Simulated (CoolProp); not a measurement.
The numbers come from the reference Helmholtz-energy equation of state, Lemmon 2006 in CoolProp. It is a short technical equation, of lower accuracy than the large ones.

For C2F6 (R116), give the phase and the Prandtl number at 136.75 °C and 0.0625 MPa; 43.05 °C and 6.61 MPa.


- 136.75 °C and 0.0625 MPa: gas; Prandtl number 0.743
- 43.05 °C and 6.61 MPa: supercritical; Prandtl number 2.61

Viscosity comes from a separate model (Huber 2003), an estimate that may be off by 10 % or more. Thermal conductivity comes from a separate model (Huber 2003), an estimate that may be off by 10 % or more.
